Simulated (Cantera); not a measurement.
Feed: 1 mol SiHCl3, 3.3 mol HCl, 26 mol N2, at 1425 °C and 3100 Pa.

These are equilibrium values from Cantera (NASA tables, ideal gas, pure condensed phases), not measurements of a reactor. Candidate condensed phases: NH4Cl, Si, Si3N4; 28 gas species. The tables' values for SiCl3 are old estimates; treat these amounts as uncertain. Kinetics and transport are ignored.

Base state: N2 0.835, HCl 0.126, SiCl2 0.0239, H2 0.00590, SiCl3 0.00561, SiCl4 0.00261, Cl 0.00105, H 6.31e-5 (mole fractions); condensed: gas only.

What changes in the equilibrium state with this change: temperature from 1425 °C to 1200 °C?


```csv
species,before,after
N2,0.835,0.843
HCl,0.126,0.110
H2,0.00590,0.0146
SiCl2,0.0239,0.0143
SiCl4,0.00261,0.0111
Cl,0.00105,5.31e-5
H,6.31e-5,8.68e-6
SiHCl3,2.35e-5,0.000139
SiCl3,0.00561,0.00683
```

What changes in the equilibrium state with this change: temperature from 1425 °C to 1100 °C?


```
species         before     after
-------------  -------  --------
N2               0.835     0.848
HCl              0.126     0.108
SiCl4          0.00261    0.0186
SiCl2           0.0239   0.00490
H2             0.00590    0.0163
Cl             0.00105   1.32e-5
H              6.31e-5   2.42e-6
SiHCl3         2.35e-5  0.000179
SiCl3          0.00561   0.00444
Si3N4(s), mol        0    0.0463
```
N2 is the only nitrogen source here; it is nearly inert below about 1500 K, so the nitride shown seldom forms there in practice.
